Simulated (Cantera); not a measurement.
Charge: 1 mol Fe(CO)₅, 0.21 mol H₂, held at 59.0 mbar.

Method: chemical equilibrium by Gibbs-energy minimisation in Cantera with the NASA 1993 tables (ideal gas, pure condensed phases). Candidate condensed phases: C, C₆H₆, C₇H₈, C₈H₁₈, Fe, Fe(CO)₅, FeO, Fe(OH)₂, Fe(OH)₃, Fe₂O₃, Fe₃O₄, H₂O; 114 gas species. Condensed phases not in the tables: cementite and carbon dissolved in iron. Kinetics and transport are ignored.

log p: log10 of the partial pressure in bar; n: condensed amount in mol.

```json
[
 {"T (°C)": "777", "log p CO": "-1.25", "log p H₂": "-2.62", "log p CO₂": "-3.17", "log p H₂O": "-4.62", "log p H": "-9.40", "log p CH₄": "-6.49", "log p Fe": "-12.81", "n C(graphite)": "0.0604", "n Fe(α)": "1.00", "n Fe(γ)": "0"},
 {"T (°C)": "827", "log p CO": "-1.25", "log p H₂": "-2.62", "log p CO₂": "-3.55", "log p H₂O": "-4.92", "log p H": "-8.90", "log p CH₄": "-6.69", "log p Fe": "-11.90", "n C(graphite)": "0.0256", "n Fe(α)": "1.00", "n Fe(γ)": "0"},
 {"T (°C)": "877", "log p CO": "-1.25", "log p H₂": "-2.62", "log p CO₂": "-3.90", "log p H₂O": "-5.20", "log p H": "-8.44", "log p CH₄": "-6.88", "log p Fe": "-11.07", "n C(graphite)": "0.0116", "n Fe(α)": "1.00", "n Fe(γ)": "0"},
 {"T (°C)": "927", "log p CO": "-1.25", "log p H₂": "-2.62", "log p CO₂": "?", "log p H₂O": "?", "log p H": "?", "log p CH₄": "?", "log p Fe": "?", "n C(graphite)": "?", "n Fe(α)": "0", "n Fe(γ)": "1.00"},
 {"T (°C)": "977", "log p CO": "-1.25", "log p H₂": "-2.62", "log p CO₂": "?", "log p H₂O": "?", "log p H": "?", "log p CH₄": "?", "log p Fe": "?", "n C(graphite)": "?", "n Fe(α)": "0", "n Fe(γ)": "1.00"},
 {"T (°C)": "1027", "log p CO": "-1.25", "log p H₂": "-2.62", "log p CO₂": "-4.78", "log p H₂O": "-5.91", "log p H": "-7.27", "log p CH₄": "-7.35", "log p Fe": "-8.96", "n C(graphite)": "0.00157", "n Fe(α)": "0", "n Fe(γ)": "1.00"},
 {"T (°C)": "1077", "log p CO": "-1.25", "log p H₂": "-2.62", "log p CO₂": "-5.03", "log p H₂O": "-6.11", "log p H": "-6.93", "log p CH₄": "-7.49", "log p Fe": "-8.37", "n C(graphite)": "0.000890", "n Fe(α)": "0", "n Fe(γ)": "1.00"},
 {"T (°C)": "1127", "log p CO": "-1.25", "log p H₂": "-2.62", "log p CO₂": "-5.26", "log p H₂O": "-6.30", "log p H": "-6.62", "log p CH₄": "-7.61", "log p Fe": "-7.81", "n C(graphite)": "0.000527", "n Fe(α)": "0", "n Fe(γ)": "1.000"},
 {"T (°C)": "1177", "log p CO": "-1.25", "log p H₂": "-2.62", "log p CO₂": "-5.47", "log p H₂O": "-6.47", "log p H": "-6.34", "log p CH₄": "-7.73", "log p Fe": "-7.30", "n C(graphite)": "0", "n Fe(α)": "0", "n Fe(γ)": "1.000"}
]
```

**Question.** What belongs in the gaps?

**Answer.** 
- 977, log p CO₂: -4.51
- 977, log p H₂O: -5.69
- 977, log p H: -7.63
- 977, log p CH₄: -7.21
- 977, log p Fe: -9.61
- 977, n C(graphite): 0.00289
- 927, log p CO₂: -4.22
- 927, log p H₂O: -5.46
- 927, log p H: -8.02
- 927, log p CH₄: -7.05
- 927, log p Fe: -10.30
- 927, n C(graphite): 0.00563
